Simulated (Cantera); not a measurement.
An isothermal, constant-pressure homogeneous reactor starts with 0.995 % CO, 8.50 % O2, 0.0244 % H2O, 90.5 % N2, equivalence ratio 0.059, at 1100 K and 1.97 atm.

Detailed kinetics in Cantera: GRI-Mech 3.0 (53 species, 325 reactions).

x: mole fraction; the columns are a selection and need not sum to one.

```tsv
t (s)	x CO	x O2	x H2O	x H	x OH
4.00e-6	0.00995	0.0850	0.000244	<1e-12	<1e-12
2.00e-5	0.00995	0.0850	0.000244	<1e-12	<1e-12
0.000100	0.00995	0.0850	0.000244	<1e-12	2.84e-12
0.000504	0.00995	0.0850	0.000244	3.11e-12	2.08e-11
0.00252	0.00995	0.0850	0.000244	1.91e-11	1.26e-10
0.0126	0.00995	0.0850	0.000244	1.69e-10	1.11e-9
0.0634	0.00983	0.0850	0.000243	(withheld)	9.39e-8
0.318	0.00767	0.0840	0.000243	(withheld)	1.39e-7
1.59	0.00210	0.0814	0.000245	(withheld)	1.57e-7
7.98	1.68e-5	0.0805	0.000245	3.58e-11	1.01e-7
40.0	3.58e-10	0.0805	0.000245	<1e-12	4.39e-8
```

Q: Fill in the missing entries.

A: 
- 0.0634, x H: 1.41e-8
- 0.318, x H: 1.65e-8
- 1.59, x H: 5.40e-9
